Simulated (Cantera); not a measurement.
What does this Cantera script print?

```python
import numpy as np
import cantera as ct

gas = ct.Solution("h2o2.yaml")
gas.TPX = 1200, 2400, {'H2': 0.46, 'O2': 1}
reactor = ct.IdealGasConstPressureReactor(gas, energy="off", clone=False)
net = ct.ReactorNet([reactor])
net.rtol, net.atol = 1e-08, 1e-18
show = ['H2', 'O2', 'OH', 'H2O', 'H', 'HO2']
times = np.geomspace(2e-05, 6, 9)

steps = ct.SolutionArray(gas, extra=["t"])
rows = []
print(f"{'t/s':>10s}{'T/K':>9s}{'P/Pa':>11s}" + "".join(f"{s:>11s}" for s in show))
for t in times:
    while net.time < t:
        t_next = net.step()
        steps.append(gas.state, t=t_next)
    rows.append([np.interp(t, steps.t, y) for y in (steps.T, steps.P, *steps(*show).X.T)])
    print(f"{t:10.3e}{rows[-1][0]:9.1f}{rows[-1][1]:11.4g}" + "".join(f"{x:11.3e}" for x in rows[-1][2:]))
rate = np.gradient(steps.T, steps.t)
print("integrator steps:", len(steps.t))
if steps.T.max() > steps.T[0] + 200:
    print(f"time of steepest temperature rise: {steps.t[rate.argmax()]:.4e} s")
gas.TPX = 1200, 2400, {'H2': 0.46, 'O2': 1}
gas.equilibrate("TP")
print(f"equilibrium (TP): T = {gas.T:.1f} K  " + "  ".join(f"{s} {gas[s].X[0]:.3e}" for s in show))
```

Output:

```
       t/s      T/K       P/Pa         H2         O2         OH        H2O          H        HO2
 2.000e-05   1200.0       2400  3.151e-01  6.849e-01  1.079e-09  1.414e-09  7.002e-09  7.144e-09
 9.675e-05   1200.0       2400  3.151e-01  6.849e-01  2.641e-08  1.266e-07  1.153e-07  3.499e-08
 4.681e-04   1200.0       2400  3.047e-01  6.797e-01  1.177e-03  7.201e-03  5.080e-03  6.583e-06
 2.264e-03   1200.0       2400  1.474e-02  5.700e-01  1.132e-02  2.920e-01  6.211e-02  2.097e-05
 1.095e-02   1200.0       2400  1.232e-03  6.218e-01  3.229e-03  3.690e-01  1.162e-03  1.466e-05
 5.299e-02   1200.0       2400  3.855e-05  6.257e-01  5.810e-04  3.736e-01  6.678e-06  1.472e-06
 2.564e-01   1200.0       2400  3.181e-06  6.259e-01  1.725e-04  3.739e-01  1.735e-07  1.611e-07
 1.240e+00   1200.0       2400  4.486e-07  6.260e-01  6.580e-05  3.739e-01  9.632e-09  3.123e-08
 6.000e+00   1200.0       2400  8.582e-08  6.260e-01  2.892e-05  3.740e-01  8.232e-10  1.932e-08
integrator steps: 1963
equilibrium (TP): T = 1200.0 K  H2 3.903e-08  O2 6.260e-01  OH 1.939e-05  H2O 3.740e-01  H 2.533e-10  HO2 2.316e-08
```

Computed with Cantera and the H2/O2 subset of GRI-Mech 3.0, which has no nitrogen chemistry. Radical loss at walls, strong at low pressure, is not modelled. The temperature is held fixed by assumption; the heat of reaction is taken as removed at once.
